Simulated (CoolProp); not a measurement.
Vapour-liquid equilibrium of n-octane (1) + ethylbenzene (2) at 0.363 bar; x and y are mole fractions of (1).

Model: multi-fluid Helmholtz-energy mixture model, Beckmüller 2019 and Zhou 2012; pair parameters Bell 2016, in CoolProp.

```tsv
x	bubble temperature, mixture model (°C)	bubble temperature, Raoult's law (°C)	y, mixture model	y, Raoult's law
0.05	100.6	101.2	0.083	0.067
0.15	98.8	100.1	(withheld)	0.194
0.25	97.3	99.1	0.340	0.313
0.35	96.1	98.1	0.441	0.424
0.45	95.1	97.1	0.533	0.529
0.55	(withheld)	96.2	(withheld)	0.626
0.65	(withheld)	95.3	0.700	0.718
0.75	93.1	94.4	0.782	0.805
0.85	92.7	93.6	0.866	0.886
0.95	(withheld)	92.8	0.954	0.963
```

Problem. Fill in the missing entries.

Solution. 
- 0.15, y, mixture model: 0.223
- 0.55, bubble temperature, mixture model (°C): 94.3
- 0.55, y, mixture model: 0.618
- 0.65, bubble temperature, mixture model (°C): 93.7
- 0.95, bubble temperature, mixture model (°C): 92.4

The largest gap from Raoult's law is -2.0 K in bubble temperature, at x = 0.45. No azeotrope shows between x = 0.05 and 0.95.

The pair parameters rest on a limited set of measurements; away from them the model extrapolates.
